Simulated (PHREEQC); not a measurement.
PHREEQC input (ion-association model, wateq4f.dat):

```
SOLUTION_MASTER_SPECIES
  An  An-  0  An  62.0  # stands for a non-complexing anion
SOLUTION_SPECIES
  An- = An-
    -log_k 0
    -gamma 3.0 0
PHASES
  Fix_H+
    H+ = H+
    -log_k 0
SOLUTION 1
  temp 25
  units mmol/kgw
  pH 7 charge
  Cl 0.02
  Cu(2) 0.01
  S(6) 0.00092
  Na 50.0002
  Ag 0.0016
  An 50
END
SELECTED_OUTPUT 1
  -reset false
  -pH true
  -pe true
  -ionic_strength true
  -water true
  -totals Ag Cl Cu Na S Cu(1) Cu(2) S(-2) S(6)
  -molalities Hfo_wOH Hfo_wOH2+ Hfo_wO- Hfo_sOH Hfo_sOH2+ Hfo_sO- Hfo_wSO4- Hfo_wOHSO4-2 Hfo_sOAg Hfo_wOAg
    Hfo_sOCu+ Hfo_wOCu+
  -saturation_indices Cu(OH)2 Brochantite Antlerite Atacamite Cerargyrite Ag2O Ag2SO4 Halite Mirabilite Chalcanthite
USER_PUNCH 1
  -headings sigma psi
  10 PUNCH EDL("sigma", "Hfo"), EDL("psi", "Hfo")
PRINT
  -reset false
USE solution 1
SURFACE 1
  Hfo_wOH 4.04494e-05 600 0.018
  Hfo_sOH 1.01124e-06
EQUILIBRIUM_PHASES 1
  Fix_H+ -4 HAn 10
    -force_equality true
  O2(g) -0.68 10
END
# ... the last block is repeated for the other 16 points of pH, with NaOH or the acid as the point needs
```

Selected output (columns that matter, 14 of 17 rows; pH added in front):

```
pH	mu	Ag	Cu	Na	S	si_Cu(OH)2	si_Brochantite	si_Antlerite	si_Atacamite	si_Cerargyrite	si_Ag2O	si_Halite	si_Mirabilite	si_Chalcanthite
4	0.050165	1.6e-06	9.9815e-06	0.05	6.6154e-08	-5.9593	-20.181	-15.812	-10.768	-0.932	-16.365	-7.7574	-9.2295	-10.247
4.38	0.050094	1.5998e-06	9.9124e-06	0.05	1.0509e-07	-5.2022	-17.71	-14.098	-9.6336	-0.9319	-15.605	-7.7573	-9.027	-10.047
4.75	0.050063	1.5996e-06	9.6707e-06	0.05	1.8168e-07	-4.473	-15.295	-12.412	-8.545	-0.932	-14.865	-7.7573	-8.7886	-9.8195
5.5	0.050037	1.5992e-06	8.0162e-06	0.05	5.0456e-07	-3.0555	-10.681	-9.2153	-6.4601	-0.932	-13.365	-7.7573	-8.3446	-9.458
5.88	0.050027	1.5991e-06	5.8487e-06	0.05	6.7704e-07	-2.4356	-8.8334	-7.9878	-5.6003	-0.932	-12.605	-7.7572	-8.2168	-9.4703
6.25	0.05002	1.5987e-06	3.236e-06	0.050003	7.88e-07	-1.9662	-7.6297	-7.2535	-5.0314	-0.9321	-11.865	-7.7572	-8.1507	-9.6749
6.62	0.05002	1.5976e-06	1.4516e-06	0.050009	8.5819e-07	-1.6348	-7.0072	-6.9624	-4.7387	-0.9324	-11.126	-7.7571	-8.1135	-10.046
7.38	0.050021	1.5883e-06	5.6815e-07	0.050016	9.1375e-07	-1.2798	-7.0798	-7.39	-4.7886	-0.935	-9.6111	-7.7571	-8.0862	-11.184
7.75	0.050022	1.5739e-06	6.1161e-07	0.050018	9.1841e-07	-1.1866	-7.4449	-7.8483	-4.9722	-0.9389	-8.8791	-7.7571	-8.0839	-11.829
8.12	0.050023	1.5424e-06	7.0015e-07	0.05002	9.1963e-07	-1.1143	-7.895	-8.3707	-5.1976	-0.9477	-8.1567	-7.757	-8.0833	-12.496
8.5	0.050026	1.4754e-06	8.0567e-07	0.050024	9.1992e-07	-1.0501	-8.3982	-8.9381	-5.4492	-0.967	-7.4354	-7.757	-8.0831	-13.192
9.25	0.050045	1.1591e-06	1.0854e-06	0.050045	9.2e-07	-0.9196	-9.3763	-10.047	-5.9381	-1.0722	-6.146	-7.7566	-8.0828	-14.561
9.62	0.050076	9.1027e-07	1.2981e-06	0.050076	9.2e-07	-0.8419	-9.8054	-10.553	-6.1525	-1.1779	-5.6176	-7.7563	-8.0824	-15.223
10	0.050148	6.3516e-07	1.6079e-06	0.05015	9.2e-07	-0.7491	-10.194	-11.035	-6.3468	-1.3362	-5.1743	-7.7556	-8.0815	-15.891
```

Complexes and solids missing from the database can't appear. The database's constant for dissolved Cu(OH)2 is higher than later reviews accept.
